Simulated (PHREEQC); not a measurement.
Solution A (2 mol H2SO4, 0.022 mol Na2SO4 and 0.18 mol NaCl per kg of water) is mixed with solution B (0.7 mol/kgw MgSO4, 0.021 mol/kgw Na2B4O7 and 0.9 mol/kgw NaCl) at 20 °C; shares are by mass of water, 1 kg in all. CO2 from the air is kept out. Only these solids could form: Bischofite, Bloedite, Brucite, Epsomite, Halite, Hexahydrite, Kieserite, Mirabilite, Thenardite, Borax, Boric_acid,s, NaBO2:4H2O, NaB5O8:5H2O, Teepleite, MgCl2_4H2O.

The series has 11 steps of share of solution B, from 0 to 1.

The numbers come from PHREEQC with the Pitzer model, pitzer.dat.

Task: Between which two steps does the pH jump most, and from what to what?

Result: Between share of solution B = 0.9 and 1: from 0.86 to 8.17.

Species that the database lacks are ignored. In brines, pH and single-ion activities rest on the MacInnes convention.
